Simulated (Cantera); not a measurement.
Feed: 1 mol SiHCl3, 26 mol N2, equilibrated at 1123.15 K and 1330 Pa.

Cantera equilibrium calculation (NASA polynomials, part measured and part estimated; ideal gas, pure solids and liquids). Candidate condensed phases: NH4Cl, Si, Si3N4; 28 gas species. N2 is the only nitrogen source here; it is nearly inert below about 1500 K, so the nitride shown seldom forms there in practice. The tables' values for SiCl3 are old estimates; treat these amounts as uncertain. Rates play no part.

Base state: N2 0.946, HCl 0.0333, SiCl4 0.0191, H2 0.00176, SiCl3 0.000254, SiCl2 4.19e-5, SiHCl3 1.73e-5 (mole fractions); condensed: Si3N4(s).

Task: What changes in the equilibrium state with this change: temperature from 1123.15 K to 1750 K?

Result: 
```
species          before     after
-------------  --------  --------
N2                0.946     0.929
SiCl2           4.19e-5    0.0336
HCl              0.0333    0.0322
SiCl4            0.0191  0.000194
SiCl              <1e-9   1.98e-5
H               1.55e-8   8.32e-5
Cl              2.61e-7   0.00121
SiHCl3          1.73e-5   2.27e-6
SiCl3          0.000254   0.00192
Si3N4(s), mol     0.158         0
```
The tables' values for SiCl3, SiCl are old estimates; treat these amounts as uncertain.

Task: What changes in the equilibrium state with this change: pressure from 1330 Pa to 100000 Pa?

Result: 
| species | before | after |
|---|---|---|
| N2 | 0.946 | 0.946 |
| HCl | 0.0333 | 0.0308 |
| SiCl4 | 0.0191 | 0.0199 |
| H2 | 0.00176 | 0.00302 |
| SiCl2 | 4.19e-5 | 1.17e-6 |
| SiCl3 | 0.000254 | 4.33e-5 |
| SiHCl3 | 1.73e-5 | 3.35e-5 |
| Si3N4(s), mol | 0.158 | 0.153 |

Task: What changes in the equilibrium state with this change: 0.26 mol H2 added?

Result: 
```
species          before     after
-------------  --------  --------
N2                0.946     0.933
HCl              0.0333    0.0474
SiCl4            0.0191    0.0153
H2              0.00176   0.00399
SiHCl3          1.73e-5   2.21e-5
SiCl3          0.000254  0.000215
SiCl2           4.19e-5   3.77e-5
Si3N4(s), mol     0.158     0.191
```
